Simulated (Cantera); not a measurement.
## Adiabatic ignition

An adiabatic, constant-pressure homogeneous reactor starts with 24.7 % H₂, 15.8 % O₂, 59.5 % N₂, at 1625 K and 110000 Pa.

Computed with Cantera and the H2/O2 subset of GRI-Mech 3.0, which has no nitrogen chemistry.

```json
[
 {"t (s)": "5.00e-6", "T (K)": "1626", "x H₂": "0.245", "x O₂": "0.157", "x H₂O": "0.00156", "x HO₂": "2.14e-5", "x H": "0.00130", "x H₂O₂": "3.64e-7", "x OH": "0.000234"},
 {"t (s)": "1.28e-5", "T (K)": "1936", "x H₂": "0.0437", "x O₂": "0.0538", "x H₂O": "0.156", "x HO₂": "2.20e-5", "x H": "0.0800", "x H₂O₂": "8.93e-7", "x OH": "0.0252"},
 {"t (s)": "3.27e-5", "T (K)": "2338", "x H₂": "0.0410", "x O₂": "0.0472", "x H₂O": "0.179", "x HO₂": "1.14e-5", "x H": "0.0457", "x H₂O₂": "3.36e-7", "x OH": "0.0340"},
 {"t (s)": "8.36e-5", "T (K)": "2678", "x H₂": "0.0322", "x O₂": "0.0423", "x H₂O": "0.206", "x HO₂": "9.96e-6", "x H": "0.0226", "x H₂O₂": "3.51e-7", "x OH": "0.0362"},
 {"t (s)": "0.000214", "T (K)": "2827", "x H₂": "0.0262", "x O₂": "0.0402", "x H₂O": "0.220", "x HO₂": "1.33e-5", "x H": "0.0144", "x H₂O₂": "5.99e-7", "x OH": "0.0348"},
 {"t (s)": "0.000547", "T (K)": "2832", "x H₂": "0.0260", "x O₂": "0.0401", "x H₂O": "0.220", "x HO₂": "1.35e-5", "x H": "0.0142", "x H₂O₂": "6.14e-7", "x OH": "0.0347"},
 {"t (s)": "0.00140", "T (K)": "2832", "x H₂": "0.0260", "x O₂": "0.0401", "x H₂O": "0.220", "x HO₂": "1.35e-5", "x H": "0.0142", "x H₂O₂": "6.14e-7", "x OH": "0.0347"},
 {"t (s)": "0.00358", "T (K)": "2832", "x H₂": "0.0260", "x O₂": "0.0401", "x H₂O": "0.220", "x HO₂": "1.35e-5", "x H": "0.0142", "x H₂O₂": "6.14e-7", "x OH": "0.0347"},
 {"t (s)": "0.00914", "T (K)": "2832", "x H₂": "0.0260", "x O₂": "0.0401", "x H₂O": "0.220", "x HO₂": "1.35e-5", "x H": "0.0142", "x H₂O₂": "6.14e-7", "x OH": "0.0347"},
 {"t (s)": "0.0234", "T (K)": "2832", "x H₂": "0.0260", "x O₂": "0.0401", "x H₂O": "0.220", "x HO₂": "1.35e-5", "x H": "0.0142", "x H₂O₂": "6.14e-7", "x OH": "0.0347"},
 {"t (s)": "0.0598", "T (K)": "2832", "x H₂": "0.0260", "x O₂": "0.0401", "x H₂O": "0.220", "x HO₂": "1.35e-5", "x H": "0.0142", "x H₂O₂": "6.14e-7", "x OH": "0.0347"},
 {"t (s)": "0.153", "T (K)": "2832", "x H₂": "0.0260", "x O₂": "0.0401", "x H₂O": "0.220", "x HO₂": "1.35e-5", "x H": "0.0142", "x H₂O₂": "6.14e-7", "x OH": "0.0347"},
 {"t (s)": "0.391", "T (K)": "2832", "x H₂": "0.0260", "x O₂": "0.0401", "x H₂O": "0.220", "x HO₂": "1.35e-5", "x H": "0.0142", "x H₂O₂": "6.14e-7", "x OH": "0.0347"},
 {"t (s)": "1.00", "T (K)": "2832", "x H₂": "0.0260", "x O₂": "0.0401", "x H₂O": "0.220", "x HO₂": "1.35e-5", "x H": "0.0142", "x H₂O₂": "6.14e-7", "x OH": "0.0347"}
]
```
x: mole fraction; the columns are a selection and need not sum to one.

- time of steepest temperature rise: 8.34 µs
- temperature at 1.00 s: 2832 K
- equilibrium temperature: 2832 K
- x(H₂) at 1.00 s: 0.0260 (gas-phase equilibrium 0.0260)
- x(O₂) at 1.00 s: 0.0401 (gas-phase equilibrium 0.0401)
- x(H₂O) at 1.00 s: 0.220 (gas-phase equilibrium 0.220)
